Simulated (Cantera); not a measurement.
## Equilibrium for sublimation and decomposition of ceramics: Si3N4 + H2 + Si

Feed: 1 mol Si3N4, 0.19 mol H2, 0.035 mol Si, at 0.000460 bar.

These are equilibrium values from Cantera (NASA tables, ideal gas, pure condensed phases), not measurements of a reactor. Candidate condensed phases: Si, Si3N4; 18 gas species. The tables' values for SiN are old estimates; treat these amounts as uncertain. Kinetics and transport are ignored.

```csv
T (K),x N2,x Si,x H2,x H,x Si2,x Si2N,x SiN,x Si3,n Si(s),n Si(l)
1673,0.912,0.000908,0.0858,0.00156,3.50e-6,2.22e-5,1.23e-5,8.63e-7,3.03,0
1823,0.902,0.00961,0.0827,0.00581,6.22e-5,0.000127,8.10e-5,1.46e-5,0,3.01
1973,0.841,0.0686,0.0714,0.0168,0.000666,0.000505,0.000375,0.000145,0,2.86
2123,0.553,0.370,0.0363,0.0319,0.00506,0.00137,0.00116,0.00102,0,1.64
2273,0.376,0.561,0.0131,0.0448,0.00363,0.000398,0.00108,0.000243,0,0
2423,0.372,0.561,0.00525,0.0599,0.00131,7.66e-5,0.000832,2.30e-5,0,0
2573,0.370,0.560,0.00174,0.0668,0.000530,1.79e-5,0.000661,2.85e-6,0,0
2723,0.369,0.560,0.000572,0.0691,0.000237,4.90e-6,0.000540,4.45e-7,0,0
2873,0.369,0.560,0.000203,0.0698,0.000115,1.54e-6,0.000452,8.43e-8,0,0
3023,0.369,0.560,7.86e-5,0.0700,6.02e-5,5.41e-7,0.000385,1.88e-8,0,0
```
x: gas mole fraction; n: condensed amount in mol.

At 1673 K the condensed part is Si(s). From 1823 K to 2123 K the condensed part is Si(l). From 2273 K to 3023 K nothing is condensed. The main Si-bearing gas is Si throughout.
